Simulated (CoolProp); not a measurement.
Vapour-liquid equilibrium of carbon dioxide (1) + carbonyl sulfide (2) at 225.8 K; x and y are mole fractions of (1).

Computed with CoolProp (multi-fluid Helmholtz-energy mixture model, Span 1996 and Lemmon 2006; pair parameters Bell 2016).

| x | bubble pressure (MPa) | y at the bubble point | dew pressure at overall composition x (MPa) | liquid density (mol/L) |
|---|---|---|---|---|
| 0.05 | [?] | 0.385 | 0.1210 | 19.69 |
| 0.2 | 0.3373 | 0.703 | 0.1423 | [?] |
| 0.35 | 0.4464 | 0.801 | 0.1724 | 21.26 |
| 0.5 | 0.5279 | 0.854 | 0.2184 | [?] |
| 0.65 | 0.5965 | 0.894 | 0.2959 | 23.12 |
| 0.8 | 0.6628 | 0.934 | 0.4451 | 24.24 |
| 0.95 | 0.7336 | 0.981 | 0.6886 | 25.53 |

**Question.** Some entries are withheld; supply them.

**Answer.** 
- 0.05, bubble pressure (MPa): 0.1814
- 0.2, liquid density (mol/L): 20.45
- 0.5, liquid density (mol/L): 22.14

No azeotrope shows between x = 0.05 and 0.95.

The pair parameters rest on a limited set of measurements; away from them the model extrapolates.
